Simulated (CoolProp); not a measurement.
Vapour-liquid equilibrium of benzene (1) + n-dodecane (2) at 328.2 K; x and y are mole fractions of (1).

Model: multi-fluid Helmholtz-energy mixture model, Thol 2012 and Lemmon 2004; pair parameters Bell 2016, in CoolProp.

| x | bubble pressure, mixture model (kPa) | bubble pressure, Raoult's law (kPa) | y, mixture model | y, Raoult's law |
|---|---|---|---|---|
| 0.05 | 2.127 | 2.343 | 0.926 | 0.933 |
| 0.15 | 6.785 | 6.698 | 0.979 | 0.979 |
| 0.25 | 11.89 | 11.05 | … | 0.989 |
| 0.35 | 16.91 | 15.41 | … | 0.993 |
| 0.45 | 21.56 | 19.77 | 0.996 | 0.995 |
| 0.55 | 25.79 | 24.12 | 0.997 | 0.997 |
| 0.65 | 29.70 | 28.48 | 0.998 | 0.998 |
| 0.75 | … | 32.83 | 0.999 | 0.999 |
| 0.85 | … | 37.19 | 0.999 | 0.999 |
| 0.95 | 41.53 | 41.54 | 1.000 | 1.000 |

What belongs in the gaps?


- 0.25, y, mixture model: 0.990
- 0.35, y, mixture model: 0.994
- 0.75, bubble pressure, mixture model (kPa): 33.49
- 0.85, bubble pressure, mixture model (kPa): 37.38

The largest gap from Raoult's law is +9.7 % in bubble pressure, at x = 0.35. No azeotrope shows between x = 0.05 and 0.95.

The pair parameters rest on a limited set of measurements; away from them the model extrapolates. The gap from Raoult's law changes sign with composition, which may be real or a fault of the pair parameters; it wasn't checked against measurements.
